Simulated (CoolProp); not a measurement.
R124 along the isotherm 421.2 K: fugacity coefficient from the reference equation and from simpler models built on Tc = 395.4 K, pc = 3624 kPa, ω = 0.288; each cubic takes its own stable root.

Values from CoolProp's reference Helmholtz-energy equation of state, de Vries 1995.

```
p (kPa)          phase  reference  van der Waals  Redlich-Kwong  Soave-Redlich-Kwong  Peng-Robinson
-------  -------------  ---------  -------------  -------------  -------------------  -------------
697                gas     0.9472         0.9513         0.9461               0.9480         0.9416
1390               gas     0.8958         0.9032         0.8937               0.8975         0.8855
2090               gas     0.8448         0.8547         0.8417               0.8476         0.8309
2790               gas     0.7947         0.8060         0.7906               0.7985         0.7780
3490               gas     0.7450         0.7564         0.7397               0.7501         0.7265
4180     supercritical     0.6960         0.7051         0.6894               0.7026         0.6769
4880     supercritical     0.6460         0.6487         0.6374               0.6546         0.6278
5580     supercritical     0.5965         0.5981         0.5880               0.6084         0.5813
6270     supercritical     0.5529         0.5578         0.5467               0.5682         0.5410
6970     supercritical     0.5158         0.5247         0.5120               0.5337         0.5065
7670     supercritical     0.4848         0.4977         0.4832               0.5047         0.4774
8360     supercritical     0.4591         0.4756         0.4593               0.4806         0.4532
9060     supercritical     0.4370         0.4570         0.4387               0.4597         0.4321
```
